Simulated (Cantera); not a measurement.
## Adiabatic ignition

An adiabatic, constant-pressure homogeneous reactor starts with 14.5 % H2, 18.2 % O2, 67.1 % N2, 0.247 % NO, at 975 K and 9.90 bar.

Cantera simulation using GRI-Mech 3.0 (53 species, 325 reactions); the numbers are that mechanism's predictions, not measurements. The hydrogen kinetics of GRI-Mech 3.0 are dated; newer H2 mechanisms differ, most at raised pressure. The mechanism lacks 2 NO + O2 → 2 NO2 and HONO, so NO2 and the effect of NO are under-described below about 1400 K.

| t (s) | T (K) | x H2 | x O2 | x NO | x OH | x H2O2 | x HO2 | x N2 |
|---|---|---|---|---|---|---|---|---|
| 5.00e-6 | 975 | 0.145 | 0.182 | 0.00247 | 4.80e-11 | 2.06e-12 | 1.11e-9 | 0.671 |
| 1.13e-5 | 975 | 0.145 | 0.182 | 0.00247 | 1.49e-10 | 1.31e-11 | 3.45e-9 | 0.671 |
| 2.55e-5 | 975 | 0.145 | 0.182 | 0.00247 | 7.55e-10 | 1.16e-10 | 1.75e-8 | 0.671 |
| 5.74e-5 | 975 | 0.145 | 0.181 | 0.00247 | 1.49e-8 | 3.07e-9 | 3.43e-7 | 0.671 |
| 0.000130 | 986 | 0.144 | 0.181 | 0.00190 | 3.12e-6 | 7.28e-6 | 6.04e-5 | 0.671 |
| 0.000292 | 2021 | 6.35e-5 | 0.117 | 0.00248 | 0.00156 | 3.61e-7 | 4.87e-6 | 0.723 |
| 0.000660 | 2022 | 4.96e-5 | 0.117 | 0.00248 | 0.00139 | 3.35e-7 | 4.42e-6 | 0.723 |
| 0.00149 | 2022 | 4.96e-5 | 0.117 | 0.00249 | 0.00139 | 3.35e-7 | 4.42e-6 | 0.723 |
| 0.00336 | 2022 | 4.96e-5 | 0.117 | 0.00250 | 0.00139 | 3.35e-7 | 4.42e-6 | 0.723 |
| 0.00758 | 2022 | 4.96e-5 | 0.117 | 0.00252 | 0.00139 | 3.35e-7 | 4.42e-6 | 0.723 |
| 0.0171 | 2022 | 4.96e-5 | 0.117 | 0.00257 | 0.00139 | 3.35e-7 | 4.42e-6 | 0.723 |
| 0.0386 | 2022 | 4.95e-5 | 0.117 | 0.00268 | 0.00139 | 3.34e-7 | 4.41e-6 | 0.723 |
| 0.0871 | 2021 | 4.93e-5 | 0.117 | 0.00291 | 0.00138 | 3.34e-7 | 4.40e-6 | 0.723 |
| 0.196 | 2020 | 4.90e-5 | 0.117 | 0.00337 | 0.00137 | 3.32e-7 | 4.38e-6 | 0.723 |
| 0.443 | 2018 | 4.84e-5 | 0.116 | 0.00417 | 0.00136 | 3.30e-7 | 4.33e-6 | 0.722 |
| 1.00 | 2016 | 4.77e-5 | 0.116 | 0.00512 | 0.00135 | 3.27e-7 | 4.28e-6 | 0.722 |
x: mole fraction; the columns are a selection and need not sum to one.

The time of steepest temperature rise is 0.270 ms and the temperature at 1.00 s comes out as 2016 K. The equilibrium temperature comes out as 2015 K. The x(H2) at 1.00 s is 4.77e-5 (gas-phase equilibrium 4.73e-5), the x(O2) at 1.00 s comes out as 0.116 (gas-phase equilibrium 0.115) and the x(NO) at 1.00 s is 0.00512 (gas-phase equilibrium 0.00568).
